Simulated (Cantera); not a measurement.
A freely propagating, adiabatic, planar premixed flame of CH₄ : O₂ : N₂ = 1 : 3.03 : 10 (molar parts), unburnt at 675 K and 390 Torr; mixture-averaged transport, grid criteria slope 0.08 and curve 0.16, no radiation.

Computed with Cantera and GRI-Mech 3.0 (53 species, 325 reactions). Burning velocities carry a grid error of a few per cent, more on coarse grids.

Question: What does this change do: inlet temperature 675 to 425 K?

Answer: 
```json
[
 {"quantity": "laminar burning velocity", "before": "162 cm/s", "after": "59.2 cm/s"},
 {"quantity": "thermal thickness", "before": "0.591 mm", "after": "0.766 mm"},
 {"quantity": "peak x(H)", "before": "0.00615", "after": "0.00371"},
 {"quantity": "peak x(OH)", "before": "0.0102", "after": "0.00705"}
]
```
